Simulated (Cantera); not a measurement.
A Cantera script and what it prints.

```python
import numpy as np
import cantera as ct

gas_names = """
    B BH BH2 BH3 BN BO BO2 B2 B2O B2O2 B2O3 B3O3H3 H HBO HBO2 HNO HNO2 HNO3 HO2 H2 H2O H2O2 H3B3O6 N NH
    NH2 NH3 NH2OH NO NO2 NO3 N2 N2H2 N2H4 N2O O OH O2 O3
""".split()
cond_names = """
    B(b) B(L) BN(s) B2O3(L) B3O3H3(cr) H2O(s) H2O(L)
""".split()


# ... load() reads the species with a 1 bar reference pressure and builds the phases ...
atoms = {
    'B': {'B': 1},
    'N2': {'N': 2},
    'H2': {'H': 2},
    'H2O': {'H': 2, 'O': 1},
}
top_T = {'BN(s)': 3200}  # K; cautious upper limits of use, not melting points


# ... equilibrate(T, P, feed) seeds the gas with the atoms and calls Mixture.equilibrate('TP', solver="vcs", rtol=1e-11, max_steps=5000) ...
results = []
feed = {'B': 1, 'N2': 0.42, 'H2': 0.11, 'H2O': 3.4}  # mol
P = 2100  # Pa
for T in [1325, 1375, 1425, 1475, 1525, 1575, 1625, 1675, 1725]:
    mix = equilibrate(T, P, feed)
    results.append((T, P, feed, dict(zip(mix.species_names, mix.species_moles))))

top = {s: max(r[3][s] / sum(r[3][g] for g in gas_names) for r in results) for s in gas_names}
cols = sorted((s for s in top if top[s] > 1e-06), key=lambda s: -top[s])[:6]
seen = [c for c in cond_names if any(r[3].get(c, 0) > 1e-12 for r in results)]
print("log10 of partial pressures in bar; condensed amounts in mol")
print(f"{'T/K':>10s}" + "".join(f"{s[:9]:>10s}" for s in cols + seen))
for T, P, feed, n in results:
    ng = sum(n[g] for g in gas_names)
    print(f"{T:10.4g}" + "".join(f"{np.log10(max(n[s] / ng * P / 1e5, 1e-99)):10.3f}" for s in cols)
          + "".join(f"{n.get(c, 0):10.4g}" for c in seen))
```

Output:

```
log10 of partial pressures in bar; condensed amounts in mol
       T/K       H2O        H2      HBO2        N2      B2O3         H   B2O3(L)
      1325    -2.007    -2.070    -3.387    -2.653    -6.436    -6.821    0.4591
      1375    -2.017    -2.073    -3.151    -2.656    -5.881    -6.501    0.4308
      1425    -2.032    -2.078    -2.936    -2.661    -5.367    -6.205    0.3862
      1475    -2.056    -2.085    -2.741    -2.668    -4.890    -5.930    0.3186
      1525    -2.091    -2.095    -2.566    -2.679    -4.445    -5.674    0.2195
      1575    -2.141    -2.110    -2.412    -2.693    -4.031    -5.436   0.07828
      1625    -2.168    -2.118    -2.353    -2.701    -3.833    -5.210         0
      1675    -2.167    -2.118    -2.356    -2.701    -3.790    -4.994         0
      1725    -2.166    -2.118    -2.359    -2.701    -3.751    -4.790         0
```

Equilibrium computed with Cantera from the NASA thermochemical tables; the gas is ideal and each condensed phase is pure. Gases not in the tables: H3BO3.
